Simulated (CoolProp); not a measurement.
Vapour-liquid equilibrium of propane (1) + cyclopropane (2) at 2.09 MPa; x and y are mole fractions of (1).

Values from CoolProp's multi-fluid Helmholtz-energy mixture model, Lemmon 2009 and Polt 1992; pair parameters Bell 2016. This equation is an older, rougher fit; its heat capacities, sound speeds and derivatives of the liquid may be far off and weren't checked against measurements.

```json
[
 {"x": "0.05", "bubble temperature, mixture model (K)": "342.4", "bubble temperature, Raoult's law (K)": "342.9", "y, mixture model": "0.064", "y, Raoult's law": "0.062"},
 {"x": "0.2", "bubble temperature, mixture model (K)": "339.5", "bubble temperature, Raoult's law (K)": "341.1", "y, mixture model": "0.240", "y, Raoult's law": "0.238"},
 {"x": "0.35", "bubble temperature, mixture model (K)": "337.1", "bubble temperature, Raoult's law (K)": "339.4", "y, mixture model": "0.397", "y, Raoult's law": "0.403"},
 {"x": "0.5", "bubble temperature, mixture model (K)": "335.2", "bubble temperature, Raoult's law (K)": "337.8", "y, mixture model": "0.540", "y, Raoult's law": "0.556"},
 {"x": "0.65", "bubble temperature, mixture model (K)": "333.8", "bubble temperature, Raoult's law (K)": "336.1", "y, mixture model": "0.675", "y, Raoult's law": "0.700"},
 {"x": "0.8", "bubble temperature, mixture model (K)": "332.9", "bubble temperature, Raoult's law (K)": "334.6", "y, mixture model": "0.810", "y, Raoult's law": "0.834"},
 {"x": "0.95", "bubble temperature, mixture model (K)": "332.5", "bubble temperature, Raoult's law (K)": "333.0", "y, mixture model": "0.950", "y, Raoult's law": "0.960"}
]
```

The largest gap from Raoult's law is -2.6 K in bubble temperature, at x = 0.5. No azeotrope shows between x = 0.05 and 0.95.

The pair parameters rest on a limited set of measurements; away from them the model extrapolates.
